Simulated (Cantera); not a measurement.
A closed system holds: 1 mol Si₃N₄, 1.7 mol N₂, equilibrated at 2652 °C.

Method: chemical equilibrium by Gibbs-energy minimisation in Cantera with the NASA 1993 tables (ideal gas, pure condensed phases). Candidate condensed phases: Si, Si₃N₄; 7 gas species. Rates play no part.

Which condensed phases are stable at each of these points (P (Pa)): 1, 16, 250, 4000, 63000, 1000000?


```json
[
 {"P (Pa)": "1", "condensed phases": "gas only", "Si condensed (%)": "0.0"},
 {"P (Pa)": "16", "condensed phases": "gas only", "Si condensed (%)": "0.0"},
 {"P (Pa)": "250", "condensed phases": "gas only", "Si condensed (%)": "0.0"},
 {"P (Pa)": "4000", "condensed phases": "gas only", "Si condensed (%)": "0.0"},
 {"P (Pa)": "63000", "condensed phases": "Si(l)", "Si condensed (%)": "80.6"},
 {"P (Pa)": "1000000", "condensed phases": "Si(l)", "Si condensed (%)": "98.6"}
]
```

From 1.00e-5 bar to 0.0400 bar nothing is condensed. From 0.630 bar to 10.0 bar the condensed part is Si(l).
